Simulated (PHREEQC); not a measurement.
Model water analysis in mmol/kgw, 30 °C, pH 2.24, pe 11.6: Na 0.244; K 0.896; Ca 6.36; Mg 7.96; Cl 2.7; S(6) 25; Zn 0.0386; N(5) 0.0252; Br 0.0658.

Valence states are taken as typed.

Computed with PHREEQC (ion-association model, phreeqc.dat).

Precipitation was switched off in this run.

Question: Order these Zn species by the share of Zn that they hold, largest first: ZnSO4, Zn(SO4)2-2, Zn+2, ZnCl+.

Answer: Zn+2 (56 %), ZnSO4 (39 %), Zn(SO4)2-2 (4.5 %), ZnCl+ (0.23 %)

The pH is 2.24 and the ionic strength 0.0533 mol/kgw. Species that the database lacks are ignored.
